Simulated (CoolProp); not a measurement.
Computed with CoolProp (reference Helmholtz-energy equation of state, Lemmon 2006). It is a short technical equation, of lower accuracy than the large ones.

Q: Give the vapour pressure (MPa), liquid cp (kJ/(kg K)), vapour Z, liquid conductivity (mW/(m K)) of saturated toluene at 382.4, 407.9, 509.9 K.

A: 
| T (K) | p (MPa) | liquid cp (kJ/(kg K)) | vapour Z | liquid conductivity (mW/(m K)) |
|---|---|---|---|---|
| 382.4 | 0.0975 | 2.00 | 0.961 | 108 |
| 407.9 | 0.192 | 2.10 | 0.937 | 101 |
| 509.9 | 1.37 | 2.59 | 0.749 | 81.9 |

Thermal conductivity comes from a separate model (Assael 2012).
